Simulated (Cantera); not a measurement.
What does this Cantera script print?

```python
import numpy as np
import cantera as ct

gas = ct.Solution("gri30.yaml")
gas.TPX = 798, 13332, {'H2': 1.6, 'O2': 1, 'N2': 1.4}
reactor = ct.IdealGasConstPressureReactor(gas, energy="off", clone=False)
net = ct.ReactorNet([reactor])
net.rtol, net.atol = 1e-08, 1e-18
show = ['H2', 'O2', 'NO', 'H2O2', 'H2O', 'O', 'OH']
times = np.geomspace(1e-05, 30, 10)

steps = ct.SolutionArray(gas, extra=["t"])
rows = []
print(f"{'t/s':>10s}{'T/K':>9s}{'P/Pa':>11s}" + "".join(f"{s:>11s}" for s in show))
for t in times:
    while net.time < t:
        t_next = net.step()
        steps.append(gas.state, t=t_next)
    rows.append([np.interp(t, steps.t, y) for y in (steps.T, steps.P, *steps(*show).X.T)])
    print(f"{t:10.3e}{rows[-1][0]:9.1f}{rows[-1][1]:11.4g}" + "".join(f"{x:11.3e}" for x in rows[-1][2:]))
rate = np.gradient(steps.T, steps.t)
print("integrator steps:", len(steps.t))
if steps.T.max() > steps.T[0] + 200:
    print(f"time of steepest temperature rise: {steps.t[rate.argmax()]:.4e} s")
gas.TPX = 798, 13332, {'H2': 1.6, 'O2': 1, 'N2': 1.4}
gas.equilibrate("TP")
print(f"equilibrium (TP): T = {gas.T:.1f} K  " + "  ".join(f"{s} {gas[s].X[0]:.3e}" for s in show))
```

It prints:

```
       t/s      T/K       P/Pa         H2         O2         NO       H2O2        H2O          O         OH
 1.000e-05    798.0  1.333e+04  4.000e-01  2.500e-01  1.388e-33  9.364e-19  1.125e-15  1.305e-15  5.622e-16
 5.244e-05    798.0  1.333e+04  4.000e-01  2.500e-01  3.683e-31  2.779e-17  5.119e-14  2.069e-14  4.501e-15
 2.750e-04    798.0  1.333e+04  4.000e-01  2.500e-01  7.710e-29  1.067e-15  1.717e-12  1.475e-13  2.612e-14
 1.442e-03    798.0  1.333e+04  4.000e-01  2.500e-01  8.443e-27  6.398e-14  3.992e-11  5.873e-13  1.008e-13
 7.563e-03    798.0  1.333e+04  4.000e-01  2.500e-01  2.339e-25  3.908e-12  5.009e-10  1.056e-12  1.804e-13
 3.966e-02    798.0  1.333e+04  4.000e-01  2.500e-01  3.270e-24  1.687e-10  4.349e-09  1.928e-12  3.296e-13
 2.080e-01    798.0  1.333e+04  4.000e-01  2.500e-01  1.341e-21  1.737e-08  1.562e-07  3.223e-11  5.543e-12
 1.091e+00    798.0  1.333e+04  3.169e-01  2.110e-01  6.412e-11  5.525e-05  1.039e-01  2.155e-10  7.030e-11
 5.721e+00    798.0  1.333e+04  3.167e-01  2.109e-01  8.731e-11  1.211e-04  1.041e-01  4.223e-10  1.501e-10
 3.000e+01    798.0  1.333e+04  3.116e-01  2.082e-01  1.817e-10  7.284e-04  1.100e-01  2.057e-09  9.843e-10
integrator steps: 1502
equilibrium (TP): T = 798.0 K  H2 2.604e-13  O2 6.250e-02  NO 7.915e-07  H2O2 5.087e-12  H2O 5.000e-01  O 5.003e-14  OH 2.250e-09
```

Cantera simulation using GRI-Mech 3.0 (53 species, 325 reactions); the numbers are that mechanism's predictions, not measurements. Radical loss at walls, strong at low pressure, is not modelled. Below about 950 K walls govern HO2 and H2O2 in real vessels. The temperature is held fixed by assumption; the heat of reaction is taken as removed at once.
